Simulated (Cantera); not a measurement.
## TiN + HCl (nitride etching)

Charge: 1 mol TiN, 9.2 mol HCl, equilibrated at 1352 °C and 1000 Pa.

Method: chemical equilibrium by Gibbs-energy minimisation in Cantera with the NASA 1993 tables (ideal gas, pure condensed phases). Candidate condensed phases: NH4Cl, Ti, TiCl2, TiCl3, TiCl4, TiN; 17 gas species. The tables' values for TiCl2 are old estimates; treat these amounts as uncertain. The numbers say what is thermodynamically allowed, not how fast it happens.

```json
{
 "x(HCl)": "0.660",
 "x(H2)": "0.174",
 "x(TiCl3)": "0.0883",
 "x(N2)": "0.0548",
 "x(TiCl4)": "0.0202",
 "x(TiCl2)": "0.00121",
 "x(Cl)": "0.000878",
 "x(H)": "0.000295",
 "gas_amount": "9.119 mol",
 "log10 activity of Ti(β) (absent)": "-5.26",
 "log10 activity of TiCl4(l) (absent)": "-5.65"
}
```
